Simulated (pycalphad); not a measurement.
CALPHAD calculation (pycalphad, COST 507 light-alloy database (1999)), 1 atm. These are 1990s assessments: newer ones move some temperatures and phases. Phase fractions are per mole of atoms.

Give the equilibrium state of Si-35Y (at.%) at 1277 °C.

SI2Y_H, fraction 0.600, with 33.3 Y at.%; SI5Y3_H, fraction 0.400, with 37.5 Y at.%.

Give the equilibrium state of Si-35Y (at.%) at 977 °C.


```
T = 1250.00 K, P = 101325 Pa, N = 1 mol of atoms
G = -116949 J/mol, H = -48589 J/mol, S = 54.69 J/(mol K)  (SER reference)
chemical potentials (J/mol): Si -75891, Y -193200
phase             fraction      x(Si)       x(Y)
SI2Y_R              0.6000     0.6667     0.3333
SI5Y3_H             0.4000     0.6250     0.3750
```

Database names, with the compositions (at.%) that they take in these runs: SI5Y3_H: Si 62 Y 38; SI2Y_H: Si 67 Y 33; SI2Y_R: Si 67 Y 33.
